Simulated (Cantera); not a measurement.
Thermodynamics of silicon carbide growth, feed CH3SiH3 + C3H8 + H2

Input: 1 mol CH3SiH3, 0.082 mol C3H8, 130 mol H2, at 4.30 mbar.

Method: chemical equilibrium by Gibbs-energy minimisation in Cantera with the NASA 1993 tables (ideal gas, pure condensed phases). Candidate condensed phases: C, C6H6, C7H8, C8H18, Si, SiC; 87 gas species. The feed counts by its element totals alone. Gases not in the tables: Si2H6 and higher silanes. Kinetics and transport are ignored.

From 1575 K to 2100 K the condensed part is C(graphite) + SiC(s). From 2175 K to 2250 K the condensed part is C(graphite). From 2325 K to 2475 K nothing is condensed. The main Si-bearing gas is Si throughout.

```json
[
 {"T (K)": "1575", "x H2": "0.999", "x H": "0.000634", "x Si": "1.29e-7", "x C2H2 (acetylene)": "2.11e-5", "x SiC2": "4.14e-10", "n C(graphite)": "0.239", "n SiC(s)": "1.000"},
 {"T (K)": "1650", "x H2": "0.999", "x H": "0.00138", "x Si": "7.74e-7", "x C2H2 (acetylene)": "4.55e-5", "x SiC2": "4.32e-9", "n C(graphite)": "0.233", "n SiC(s)": "1.000"},
 {"T (K)": "1725", "x H2": "0.997", "x H": "0.00283", "x Si": "3.97e-6", "x C2H2 (acetylene)": "9.19e-5", "x SiC2": "3.67e-8", "n C(graphite)": "0.221", "n SiC(s)": "0.999"},
 {"T (K)": "1800", "x H2": "0.994", "x H": "0.00544", "x Si": "1.78e-5", "x C2H2 (acetylene)": "0.000174", "x SiC2": "2.59e-7", "n C(graphite)": "0.202", "n SiC(s)": "0.997"},
 {"T (K)": "1875", "x H2": "0.990", "x H": "0.00994", "x Si": "7.05e-5", "x C2H2 (acetylene)": "0.000314", "x SiC2": "1.56e-6", "n C(graphite)": "0.172", "n SiC(s)": "0.989"},
 {"T (K)": "1950", "x H2": "0.982", "x H": "0.0173", "x Si": "0.000251", "x C2H2 (acetylene)": "0.000537", "x SiC2": "8.18e-6", "n C(graphite)": "0.137", "n SiC(s)": "0.961"},
 {"T (K)": "2025", "x H2": "0.969", "x H": "0.0289", "x Si": "0.000813", "x C2H2 (acetylene)": "0.000877", "x SiC2": "3.78e-5", "n C(graphite)": "0.122", "n SiC(s)": "0.872"},
 {"T (K)": "2100", "x H2": "0.950", "x H": "0.0463", "x Si": "0.00242", "x C2H2 (acetylene)": "0.00137", "x SiC2": "0.000156", "n C(graphite)": "0.206", "n SiC(s)": "0.606"},
 {"T (K)": "2175", "x H2": "0.920", "x H": "0.0714", "x Si": "0.00590", "x C2H2 (acetylene)": "0.00205", "x SiC2": "0.000515", "n C(graphite)": "0.489", "n SiC(s)": "0"},
 {"T (K)": "2250", "x H2": "0.884", "x H": "0.106", "x Si": "0.00591", "x C2H2 (acetylene)": "0.00296", "x SiC2": "0.000684", "n C(graphite)": "0.185", "n SiC(s)": "0"},
 {"T (K)": "2325", "x H2": "0.836", "x H": "0.153", "x Si": "0.00586", "x C2H2 (acetylene)": "0.00345", "x SiC2": "0.000743", "n C(graphite)": "0", "n SiC(s)": "0"},
 {"T (K)": "2400", "x H2": "0.776", "x H": "0.214", "x Si": "0.00579", "x C2H2 (acetylene)": "0.00335", "x SiC2": "0.000687", "n C(graphite)": "0", "n SiC(s)": "0"},
 {"T (K)": "2475", "x H2": "0.703", "x H": "0.288", "x Si": "0.00562", "x C2H2 (acetylene)": "0.00318", "x SiC2": "0.000631", "n C(graphite)": "0", "n SiC(s)": "0"}
]
```
x: gas mole fraction; n: condensed amount in mol.
